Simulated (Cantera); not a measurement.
**TiCl₄ + CH₄ + H₂ (titanium nitride, carbide and oxide coatings)**

Input: 1 mol TiCl₄, 0.72 mol CH₄, 20 mol H₂, held at 0.100 bar.

Cantera equilibrium calculation (NASA polynomials, part measured and part estimated; ideal gas, pure solids and liquids). Candidate condensed phases: C, C₆H₆, C₇H₈, C₈H₁₈, Ti, TiC, TiCl₂, TiCl₃, TiCl₄; 96 gas species. The tables' values for TiCl₂ are old estimates; treat these amounts as uncertain. TiC: taken at fixed stoichiometry. Equilibrium is a limit: real reactors are often held back by kinetics, nucleation or transport.

From 852 °C to 1852 °C the condensed part is TiC(s).

```json
[
 {"T (°C)": "852", "x H₂": "0.863", "x HCl": "0.122", "x TiCl₃": "0.00282", "x TiCl₄": "0.0106", "x H": "1.31e-7", "x TiCl₂": "1.84e-7", "x Cl": "1.64e-8", "x CH₄": "0.00129", "n TiC(s)": "0.690"},
 {"T (°C)": "952", "x H₂": "0.859", "x HCl": "0.129", "x TiCl₃": "0.00530", "x TiCl₄": "0.00695", "x H": "9.13e-7", "x TiCl₂": "1.95e-6", "x Cl": "1.18e-7", "x CH₄": "0.000192", "n TiC(s)": "0.716"},
 {"T (°C)": "1052", "x H₂": "0.856", "x HCl": "0.132", "x TiCl₃": "0.00789", "x TiCl₄": "0.00418", "x H": "4.79e-6", "x TiCl₂": "1.28e-5", "x Cl": "6.17e-7", "x CH₄": "4.14e-5", "n TiC(s)": "0.719"},
 {"T (°C)": "1152", "x H₂": "0.854", "x HCl": "0.133", "x TiCl₃": "0.00966", "x TiCl₄": "0.00233", "x H": "1.99e-5", "x TiCl₂": "5.62e-5", "x Cl": "2.55e-6", "x CH₄": "1.25e-5", "n TiC(s)": "0.720"},
 {"T (°C)": "1252", "x H₂": "0.853", "x HCl": "0.135", "x TiCl₃": "0.0106", "x TiCl₄": "0.00129", "x H": "6.91e-5", "x TiCl₂": "0.000187", "x Cl": "8.74e-6", "x CH₄": "4.78e-6", "n TiC(s)": "0.720"},
 {"T (°C)": "1352", "x H₂": "0.852", "x HCl": "0.135", "x TiCl₃": "0.0108", "x TiCl₄": "0.000723", "x H": "0.000206", "x TiCl₂": "0.000506", "x Cl": "2.58e-5", "x CH₄": "2.17e-6", "n TiC(s)": "0.720"},
 {"T (°C)": "1452", "x H₂": "0.851", "x HCl": "0.136", "x TiCl₃": "0.0104", "x TiCl₄": "0.000413", "x H": "0.000542", "x TiCl₂": "0.00115", "x Cl": "6.71e-5", "x CH₄": "1.14e-6", "n TiC(s)": "0.720"},
 {"T (°C)": "1552", "x H₂": "0.849", "x HCl": "0.137", "x TiCl₃": "0.00951", "x TiCl₄": "0.000236", "x H": "0.00128", "x TiCl₂": "0.00225", "x Cl": "0.000158", "x CH₄": "6.91e-7", "n TiC(s)": "0.720"},
 {"T (°C)": "1652", "x H₂": "0.846", "x HCl": "0.138", "x TiCl₃": "0.00806", "x TiCl₄": "0.000133", "x H": "0.00278", "x TiCl₂": "0.00376", "x Cl": "0.000342", "x CH₄": "4.81e-7", "n TiC(s)": "0.720"},
 {"T (°C)": "1752", "x H₂": "0.842", "x HCl": "0.140", "x TiCl₃": "0.00635", "x TiCl₄": "7.23e-5", "x H": "0.00559", "x TiCl₂": "0.00543", "x Cl": "0.000688", "x CH₄": "3.81e-7", "n TiC(s)": "0.720"},
 {"T (°C)": "1852", "x H₂": "0.836", "x HCl": "0.140", "x TiCl₃": "0.00467", "x TiCl₄": "3.80e-5", "x H": "0.0105", "x TiCl₂": "0.00693", "x Cl": "0.00129", "x CH₄": "3.35e-7", "n TiC(s)": "0.720"}
]
```
x: gas mole fraction; n: condensed amount in mol.
